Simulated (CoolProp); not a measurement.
A closed Brayton cycle with dry air: compressor inlet 306.15 K and 3.5 MPa, high pressure 9.08 MPa, turbine inlet 765 K, compressor efficiency 0.85, turbine efficiency 0.93, recuperator effectiveness 0.95 (on enthalpy, no pinch check). Each further row changes one setting.

Computed with CoolProp (reference Helmholtz-energy equation of state, Lemmon 2000). It is a pseudo-pure fit of the blend.

```json
[
 {"case": "as stated", "thermal efficiency (%)": "32.2", "net work (kJ/kg)": "61.1", "compressor to turbine work": "0.65", "compressor exit (K)": "419.8", "turbine exit (K)": "603.9"},
 {"case": "turbine inlet 715 K", "thermal efficiency (%)": "28.1", "net work (kJ/kg)": "___", "compressor to turbine work": "___", "compressor exit (K)": "419.8", "turbine exit (K)": "___"},
 {"case": "compressor inlet 316.15 K", "thermal efficiency (%)": "___", "net work (kJ/kg)": "___", "compressor to turbine work": "0.67", "compressor exit (K)": "433.3", "turbine exit (K)": "603.9"},
 {"case": "high pressure 7.72 MPa", "thermal efficiency (%)": "___", "net work (kJ/kg)": "___", "compressor to turbine work": "0.62", "compressor exit (K)": "398.3", "turbine exit (K)": "628.9"},
 {"case": "recuperator effectiveness 0.5", "thermal efficiency (%)": "___", "net work (kJ/kg)": "61.1", "compressor to turbine work": "0.65", "compressor exit (K)": "419.8", "turbine exit (K)": "603.9"}
]
```

**Question.** Complete the blanks.

**Answer.** 
- turbine inlet 715 K, net work (kJ/kg): 49.5
- turbine inlet 715 K, compressor to turbine work: 0.70
- turbine inlet 715 K, turbine exit (K): 563.0
- compressor inlet 316.15 K, thermal efficiency (%): 30.3
- compressor inlet 316.15 K, net work (kJ/kg): 57.2
- high pressure 7.72 MPa, thermal efficiency (%): 34.1
- high pressure 7.72 MPa, net work (kJ/kg): 56.1
- recuperator effectiveness 0.5, thermal efficiency (%): 22.1
